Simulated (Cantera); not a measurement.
A closed system holds: 1 mol BaF2, 7.4 mol H2O, 0.28 mol N2, at 1800 °C and 0.270 Pa.

Cantera equilibrium calculation (NASA polynomials, part measured and part estimated; ideal gas, pure solids and liquids). Candidate condensed phases: Ba, BaF2, BaO, Ba(OH)2, H2O; 45 gas species. Rates play no part.

Base state: H 0.444, O 0.177, H2 0.0770, H2O 0.0652, O2 0.0641, HF 0.0577, OH 0.0428, BaF 0.0388 (mole fractions); condensed: gas only.

Task: What changes in the equilibrium state with this change: N2 from 0.28 to 180 mol?

Result: 
```json
[
 {"species": "N2", "before": "0.0153", "after": "0.890"},
 {"species": "H", "before": "0.444", "after": "0.0631"},
 {"species": "O", "before": "0.177", "after": "0.0306"},
 {"species": "H2O", "before": "0.0652", "after": "0.000227"},
 {"species": "H2", "before": "0.0770", "after": "0.00155"},
 {"species": "OH", "before": "0.0428", "after": "0.00105"},
 {"species": "O2", "before": "0.0641", "after": "0.00191"},
 {"species": "BaF", "before": "0.0388", "after": "0.00337"},
 {"species": "HF", "before": "0.0577", "after": "0.00549"},
 {"species": "Ba(OH)2", "before": "1.16e-5", "after": "<1e-9"},
 {"species": "BaOH", "before": "0.000931", "after": "2.97e-6"},
 {"species": "BaF2", "before": "0.00775", "after": "0.000452"},
 {"species": "Ba", "before": "0.00861", "after": "0.00112"}
]
```

Task: What changes in the equilibrium state with this change: BaF2 replaced by FeCl2?

Result: 
| species | before | after |
|---|---|---|
| H | 0.444 | 0.435 |
| O | 0.177 | 0.167 |
| Cl | 0 | 0.0835 |
| HF | 0.0577 | 0 |
| Fe | 0 | 0.0504 |
| BaF | 0.0388 | 0 |
| HCl | 0 | 0.0192 |
| O2 | 0.0641 | 0.0567 |
| H2O | 0.0652 | 0.0590 |
| N2 | 0.0153 | 0.0141 |
| OH | 0.0428 | 0.0395 |
| H2 | 0.0770 | 0.0740 |
| Ba | 0.00861 | 0 |
| BaF2 | 0.00775 | 0 |
| FeO | 0 | 0.000948 |
Further candidate phases: Fe, FeCl2, FeCl3, FeO, Fe(OH)2, Fe(OH)3, Fe2O3, Fe3O4, NH4Cl.

Task: What changes in the equilibrium state with this change: temperature from 1800 °C to 1900 °C?

Result: 
| species | before | after |
|---|---|---|
| H | 0.444 | 0.538 |
| O | 0.177 | 0.251 |
| HF | 0.0577 | 0.0515 |
| H2O | 0.0652 | 0.0104 |
| H2 | 0.0770 | 0.0335 |
| O2 | 0.0641 | 0.0328 |
| OH | 0.0428 | 0.0223 |
| BaF | 0.0388 | 0.0322 |
| N2 | 0.0153 | 0.0129 |
| Ba(OH)2 | 1.16e-5 | 3.48e-7 |
| BaOH | 0.000931 | 0.000168 |
| F | 0.000182 | 0.000648 |
